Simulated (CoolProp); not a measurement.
Saturation properties of R245fa.

Values from CoolProp's reference Helmholtz-energy equation of state, Akasaka 2015.

| T (K) | p (kPa) | vapour Z | vapour viscosity (µPa s) | liquid conductivity (mW/(m K)) |
|---|---|---|---|---|
| 339.9 | (withheld) | 0.8628 | 13.7 | 79.7 |
| 343.1 | 608.5 | 0.8543 | 13.8 | 78.8 |
| 346.3 | 662.2 | 0.8455 | 14.0 | 77.9 |
| 349.5 | 719.4 | 0.8363 | 14.1 | 77.0 |
| 352.7 | 780.2 | (withheld) | 14.3 | 76.0 |
| 356 | 846.8 | 0.8164 | 14.5 | (withheld) |
| 359.2 | 915.5 | 0.8059 | 14.7 | 74.2 |
| 362.4 | 988.3 | 0.7951 | (withheld) | 73.2 |
| 365.6 | 1065 | 0.7837 | 15.1 | (withheld) |

Question: What belongs in the gaps?

Answer: 
- 339.9, p (kPa): 558.2
- 352.7, vapour Z: 0.8267
- 356, liquid conductivity (mW/(m K)): 75.1
- 362.4, vapour viscosity (µPa s): 14.9
- 365.6, liquid conductivity (mW/(m K)): 72.3

It boils at 288.2 K under 1 atm.

Viscosity comes from a separate model (Bell 2016), an estimate that may be off by 10 % or more. Thermal conductivity comes from a separate model (Huber 2003), an estimate that may be off by 10 % or more.
